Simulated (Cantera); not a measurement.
A perfectly stirred reactor is fed with 1.93 % CH4, 91.8 % H2, 1.65 % O2, 4.59 % H2O, equivalence ratio 30, at 8100 Pa; it is held at 2448 K, and followed from long to short residence time.

Computed with Cantera and GRI-Mech 3.0 (53 species, 325 reactions).

Problem. Predict: x(CH4) at τ = 2.80 s; x(H2) at τ = 2.80 s; x(O2) at τ = 2.80 s; x(CO2) at τ = 2.80 s; x(CH3) at τ = 2.80 s; x(CH4) at τ = 35.0 ms; x(H2) at τ = 35.0 ms; x(O2) at τ = 35.0 ms; x(CO2) at τ = 35.0 ms; x(CH3) at τ = 35.0 ms.

Solution. 
```
Item                     Result
---------------------  --------
x(CH4) at τ = 2.80 s    6.08e-7
x(H2) at τ = 2.80 s       0.861
x(O2) at τ = 2.80 s     1.12e-6
x(CO2) at τ = 2.80 s   0.000192
x(CH3) at τ = 2.80 s    8.10e-7
x(CH4) at τ = 35.0 ms  0.000171
x(H2) at τ = 35.0 ms      0.883
x(O2) at τ = 35.0 ms    6.91e-6
x(CO2) at τ = 35.0 ms  0.000190
x(CH3) at τ = 35.0 ms  0.000142
```
